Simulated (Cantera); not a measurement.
Cantera with NASA thermochemical tables; ideal gases at 1 bar, condensed phases pure. Values are per mole of reaction as written; species without (g) are pure solids or liquids, kept so even where they would boil at 1 bar.

2 Al(g) + 2 NH₃(g) → 2 AlN + 3 H₂(g), with ΔH° = -1203.4 kJ and ΔS° = -282.1 J/K at 300 K.

### Question
How far is the shortcut ΔG° ≈ ΔH°(300 K) − T·ΔS°(300 K) from the full temperature-dependent value at 725, 775, 825, 875, 925, 975, 1025, 1075, 1125, 1175 K?

### Answer
```csv
T (K),shortcut (kJ),full (kJ),difference (kJ),difference in log10 K
725,-998.9,-1007.5,8.7,-0.62
775,-984.8,-995.3,10.5,-0.71
825,-970.7,-983.2,12.5,-0.79
875,-956.6,-971.2,14.6,-0.87
925,-942.5,-959.3,16.9,-0.95
975,-928.4,-947.6,19.2,-1.03
1025,-914.3,-935.9,21.6,-1.10
1075,-900.2,-924.2,24.1,-1.17
1125,-886.1,-912.7,26.6,-1.24
1175,-871.9,-901.2,29.3,-1.30
```
The shortcut ignores the heat-capacity change of the reaction.
